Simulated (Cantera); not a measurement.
A Cantera script and what it prints.

```python
import numpy as np
import cantera as ct

gas_names = [...]  # 123 gases of nasa_gas.yaml made of C, H, O, Si
cond_names = """
    C(gr) C6H6(L) C7H8(L) C8H18(L),n-octa H2O(s) H2O(L) Si(cr) Si(L) SiC(b) SiO2(Lqz) SiO2(hqz) SiO2(L)
""".split()


# ... load() reads the species with a 1 bar reference pressure and builds the phases ...
atoms = {
    'SiC': {'Si': 1, 'C': 1},
    'H2O': {'H': 2, 'O': 1},
    'H2': {'H': 2},
}
top_T = {'C(gr)': 4500, 'SiC(b)': 3050}  # K; cautious upper limits of use, not melting points


# ... equilibrate(T, P, feed) seeds the gas with the atoms and calls Mixture.equilibrate('TP', solver="vcs", rtol=1e-11, max_steps=5000) ...
results = []
feed = {'SiC': 1, 'H2O': 0.071, 'H2': 900}  # mol
P = 1  # Pa
for T in [1248, 1348, 1448, 1548, 1648, 1748, 1848, 1948, 2048, 2148]:
    mix = equilibrate(T, P, feed)
    results.append((T, P, feed, dict(zip(mix.species_names, mix.species_moles))))

top = {s: max(r[3][s] / sum(r[3][g] for g in gas_names) for r in results) for s in gas_names}
cols = sorted((s for s in top if top[s] > 1e-06), key=lambda s: -top[s])[:5]
seen = [c for c in cond_names if any(r[3].get(c, 0) > 1e-12 for r in results)]
print("log10 of partial pressures in bar; condensed amounts in mol")
print(f"{'T/K':>10s}" + "".join(f"{s[:9]:>10s}" for s in cols + seen))
for T, P, feed, n in results:
    ng = sum(n[g] for g in gas_names)
    print(f"{T:10.4g}" + "".join(f"{np.log10(max(n[s] / ng * P / 1e5, 1e-99)):10.3f}" for s in cols)
          + "".join(f"{n.get(c, 0):10.4g}" for c in seen))
```

Result:

```
log10 of partial pressures in bar; condensed amounts in mol
       T/K        H2         H        Si C2H2,acet        CO     C(gr)    SiC(b)
      1248    -5.000    -8.831   -12.131   -14.874    -9.404         0    0.9645
      1348    -5.000    -8.136   -10.654   -13.911    -9.392         0    0.9635
      1448    -5.001    -7.536    -9.533   -12.785    -9.265         0     0.951
      1548    -5.004    -7.014    -9.105   -10.712    -9.113         0    0.9266
      1648    -5.012    -6.557    -8.498    -9.362    -9.111    0.1417    0.7037
      1748    -5.032    -6.157    -7.979    -8.979    -9.120    0.7092         0
      1848    -5.073    -5.812    -8.000    -8.663    -9.139     0.465         0
      1948    -5.155    -5.524    -8.040    -8.424    -9.174   0.05808         0
      2048    -5.302    -5.301    -8.095    -8.467    -9.229         0         0
      2148    -5.538    -5.149    -8.160    -8.628    -9.294         0         0
```

These are equilibrium values from Cantera (NASA tables, ideal gas, pure condensed phases), not measurements of a reactor.
